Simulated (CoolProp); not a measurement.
Properties of nitrogen along the isobar 191 kPa (Tc = 126.2 K, pc = 3396 kPa, ω = 0.037).

Model: reference Helmholtz-energy equation of state, Span 2000, in CoolProp.

```tsv
T (K)	phase	cp (kJ/(kg K))	cv (kJ/(kg K))	speed of sound (m/s)	expansivity (1/kK)	Prandtl number
125.6	gas	1.070	0.7495	226.2	8.434	0.778
132.4	gas	1.065	0.7482	232.7	7.937	0.772
139.3	gas	1.062	0.7471	239.0	7.494	0.767
146.1	gas	1.059	0.7464	245.0	7.107	0.762
153	gas	1.056	0.7457	251.0	6.756	0.758
159.9	gas	1.054	0.7452	256.8	6.440	0.755
166.7	gas	1.053	0.7449	262.4	6.157	0.751
173.6	gas	1.051	0.7445	267.9	5.896	0.748
180.5	gas	1.050	0.7443	273.3	5.657	0.746
187.3	gas	1.049	0.7440	278.5	5.441	0.743
194.2	gas	1.048	0.7439	283.7	5.238	0.741
201	gas	1.047	0.7437	288.7	5.053	0.739
207.9	gas	1.047	0.7436	293.7	4.878	0.737
214.8	gas	1.046	0.7435	298.6	4.715	0.735
```

Viscosity comes from a separate model (Lemmon 2004). Thermal conductivity comes from a separate model (Lemmon 2004).
